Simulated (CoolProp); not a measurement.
n-perfluorohexane at several states: fugacity coefficient from the reference equation and from simpler models built on Tc = 174.9 °C, pc = 1742 kPa, ω = 0.497; each cubic takes its own stable root.

The numbers come from the reference Helmholtz-energy equation of state, Gao 2022 in CoolProp.

| T (°C) | p (kPa) | phase | reference |
|---|---|---|---|
| -43.85 | 10.4 | liquid | 0.04129 |
| -30.55 | 2760 | liquid | 0.0005746 |
| 88.45 | 24.8 | gas | 0.9895 |
| 42.45 | 702 | liquid | 0.08612 |

Question: How far does each simpler model (Redlich-Kwong, Soave-Redlich-Kwong, Peng-Robinson) lie from the reference over these 4 states: mean and median of the absolute difference, and the worst?

Answer: 
- Redlich-Kwong: mean 537.7 %, median 499.5 %, worst +1151.9 % at -43.85 °C and 10.4 kPa
- Soave-Redlich-Kwong: mean 2.8 %, median 2.5 %, worst +6.2 % at -30.55 °C and 2760 kPa
- Peng-Robinson: mean 7.8 %, median 6.9 %, worst +17.4 % at -43.85 °C and 10.4 kPa
